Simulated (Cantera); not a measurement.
An isothermal, constant-pressure homogeneous reactor starts with CO : O₂ : H₂O : N₂ = 0.0042 : 0.0025 : 0.00039 : 1 (molar parts), equivalence ratio 0.84, at 1023 K and 0.133 bar. Integrator tolerance rtol = 1e-08.

Model: GRI-Mech 3.0 (53 species, 325 reactions), integrated in Cantera.

Q: What does this change do: pressure from 0.133 bar to 0.840 bar?

A: 
```json
[
 {"quantity": "x(CO) at 3.00 s", "before": "0.000173 (gas-phase equilibrium 7.56e-11)", "after": "0.000240 (gas-phase equilibrium 3.01e-11)"},
 {"quantity": "x(O₂) at 3.00 s", "before": "0.000485 (gas-phase equilibrium 0.000397)", "after": "0.000518 (gas-phase equilibrium 0.000397)"},
 {"quantity": "x(H₂O) at 3.00 s", "before": "0.000373 (gas-phase equilibrium 0.000388)", "after": "0.000385 (gas-phase equilibrium 0.000388)"},
 {"quantity": "x(OH) at 3.00 s", "before": "2.68e-6 (gas-phase equilibrium 3.85e-9)", "after": "3.25e-7 (gas-phase equilibrium 2.43e-9)"},
 {"quantity": "x(NO₂) at 3.00 s", "before": "2.79e-11 (gas-phase equilibrium 1.43e-9)", "after": "4.90e-10 (gas-phase equilibrium 3.60e-9)"}
]
```
